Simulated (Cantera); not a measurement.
Input: 1 mol SiO2, 1.7 mol CH4, 2.1 mol N2, held at 35.0 mbar.

These are equilibrium values from Cantera (NASA tables, ideal gas, pure condensed phases), not measurements of a reactor. Candidate condensed phases: C, C6H6, C7H8, C8H18, H2O, Si, SiC, SiO2, Si2N2O, Si3N4; 151 gas species. Mutual solubility and eutectic melting of coexisting phases are not modelled. The numbers say what is thermodynamically allowed, not how fast it happens. All values below are at 1477 °C.

Base state: H2 0.498, N2 0.258, CO 0.222, SiO 0.0208, H 0.000877, HCN 0.000387, HNC 1.31e-5 (mole fractions); condensed: SiC(s) + Si2N2O(s).

**Question.** What changes in the equilibrium state with this change: pressure from 35.0 mbar to 1.00 bar?

**Answer.** 
```tsv
species	before	after
H2	0.498	0.521
N2	0.258	0.245
CO	0.222	0.231
SiO	0.0208	0.000362
CH4	1.79e-6	0.000248
C2H2 (acetylene)	2.92e-6	5.99e-5
H2O	6.31e-6	4.42e-5
SiC(s), mol	0.179	0
Si2N2O(s), mol	0.339	0.499
C(graphite), mol	0	0.188
```
